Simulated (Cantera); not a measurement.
What does this Cantera script print?

```python
import numpy as np
import cantera as ct

gas_names = """
    N N2 Zr ZrN
""".split()
cond_names = """
    Zr(a) Zr(b) Zr(L) ZrN(s) ZrN(L)
""".split()


# ... load() reads the species with a 1 bar reference pressure and builds the phases ...
atoms = {
    'Zr': {'Zr': 1},
    'N2': {'N': 2},
}
top_T = {}  # K; cautious upper limits of use, not melting points


# ... equilibrate(T, P, feed) seeds the gas with the atoms and calls Mixture.equilibrate('TP', solver="vcs", rtol=1e-11, max_steps=5000) ...
results = []
feed = {'Zr': 1, 'N2': 28}  # mol
T = 1750  # K
P = 9.9  # Pa
mix = equilibrate(T, P, feed)
results.append((T, P, feed, dict(zip(mix.species_names, mix.species_moles))))
x = sorted(zip(gas.X, gas.species_names), reverse=True)
print(f"T = {T:g} K  P = {P:g} Pa  gas = {mix.phase_moles(0):.4g} mol")
print("   x: " + "  ".join(f"{s} {v:.3e}" for v, s in x if v > 1e-05))
print("   condensed (mol): " + ("  ".join(f"{mix.phase(i).name} {mix.phase_moles(i):.4g}"
      for i in range(1, mix.n_phases) if mix.phase_moles(i) > 1e-12) or "none"))
```

Result:

```
T = 1750 K  P = 9.9 Pa  gas = 27.5 mol
   x: N2 1.000e+00
   condensed (mol): ZrN(s) 1
```

Equilibrium computed with Cantera from the NASA thermochemical tables; the gas is ideal and each condensed phase is pure. ZrN: taken at fixed stoichiometry.
